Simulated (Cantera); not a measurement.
A closed system holds: 1 mol PbO, a varied amount of CO, held at 1223 K and 7.50 Torr.

These are equilibrium values from Cantera (NASA tables, ideal gas, pure condensed phases), not measurements of a reactor. Candidate condensed phases: C, Pb, PbO, PbO₂, Pb₃O₄; 15 gas species. Kinetics and transport are ignored.

Q: What share of the Pb ends up in condensed phases as a function of n(CO) (mol), at 2.2, 3.9, 5.5, 7.2, 8.9, 11, 12?

A: 
```
n(CO) (mol)  Pb condensed (%)     as
-----------  ----------------  -----
2.2                      78.0  Pb(l)
3.9                      61.1  Pb(l)
5.5                      45.1  Pb(l)
7.2                      28.1  Pb(l)
8.9                      11.2  Pb(l)
11                        0.0      -
12                        0.0      -
```
